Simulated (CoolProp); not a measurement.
Vapour pressure (MPa) of methanol: the reference equation beside estimates from Tc = 240.2 °C, pc = 8.216 MPa, ω = 0.565. Clausius-Clapeyron is anchored at 43.85 °C with a constant enthalpy of vaporisation of 36.48 kJ/mol.

Computed with CoolProp (reference Helmholtz-energy equation of state, de Reuck 1993).

| T (°C) | reference | Lee-Kesler | Clausius-Clapeyron | van der Waals | Redlich-Kwong | Soave-Redlich-Kwong | Peng-Robinson |
|---|---|---|---|---|---|---|---|
| 43.85 | 0.04239 | 0.03828 | 0.04239 | 0.8407 | 0.2260 | 0.03828 | 0.04043 |
| 52.55 | 0.06214 | 0.05770 | 0.06135 | 0.9776 | 0.2953 | 0.05767 | 0.06032 |
| 61.15 | 0.08874 | 0.08430 | 0.08677 | 1.127 | 0.3782 | 0.08425 | 0.08736 |
| 69.85 | 0.1247 | 0.1208 | 0.1210 | 1.293 | 0.4786 | 0.1207 | 0.1242 |
| 78.55 | 0.1720 | 0.1691 | 0.1661 | 1.474 | 0.5973 | 0.1691 | 0.1728 |
| 87.15 | 0.2323 | 0.2313 | 0.2237 | 1.669 | 0.7343 | 0.2313 | 0.2350 |
| 95.85 | 0.3099 | 0.3115 | 0.2981 | 1.882 | 0.8946 | 0.3119 | 0.3152 |
| 104.45 | 0.4062 | 0.4111 | 0.3908 | 2.110 | 1.076 | 0.4121 | 0.4147 |
| 113.15 | 0.5268 | 0.5358 | 0.5078 | 2.358 | 1.285 | 0.5379 | 0.5392 |
| 121.85 | 0.6748 | 0.6883 | 0.6521 | 2.623 | 1.521 | 0.6923 | 0.6916 |
| 130.45 | 0.8519 | 0.8702 | 0.8262 | 2.904 | 1.782 | 0.8769 | 0.8737 |
| 139.15 | 1.067 | 1.090 | 1.039 | 3.207 | 2.077 | 1.101 | 1.094 |
| 147.75 | 1.320 | 1.347 | 1.292 | 3.525 | 2.399 | 1.363 | 1.352 |

Absolute difference from the reference over all 13 rows, mean and median: Lee-Kesler 3.0 and 2.0 %, Clausius-Clapeyron 2.8 and 3.0 %, van der Waals 693.1 and 507.3 %, Redlich-Kwong 214.6 and 188.7 %, Soave-Redlich-Kwong 3.3 and 2.9 %, Peng-Robinson 2.1 and 2.4 %.
